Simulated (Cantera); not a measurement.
A closed system holds: 1 mol Cr, a varied amount of NH3, 20 mol N2, held at 2025 K and 113 Torr.

Cantera equilibrium calculation (NASA polynomials, part measured and part estimated; ideal gas, pure solids and liquids). Candidate condensed phases: Cr, CrN, Cr2N; 11 gas species. Rates play no part.

At 0.18 mol NH3, list the 4 most abundant gas species with their mole fractions, and the condensed phases.

N2 0.977, H2 0.0128, Cr 0.0101, H 0.000563. Condensed: Cr(s).
